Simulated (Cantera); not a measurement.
Standard-state values (1 bar) from the NASA 1993 polynomials, evaluated with Cantera. Values are per mole of reaction as written; species without (g) are pure solids or liquids, kept so even where they would boil at 1 bar.

a) 0.6667 Al + I₂(g) → 0.6667 AlI₃(g)
b) Pb + I₂(g) → PbI₂(g)
c) Mg + I₂(g) → MgI₂

### Question
Order these by ΔG° at 1250 K, most negative first.

### Answer
c (-247 kJ), a (-149 kJ), b (-96 kJ)
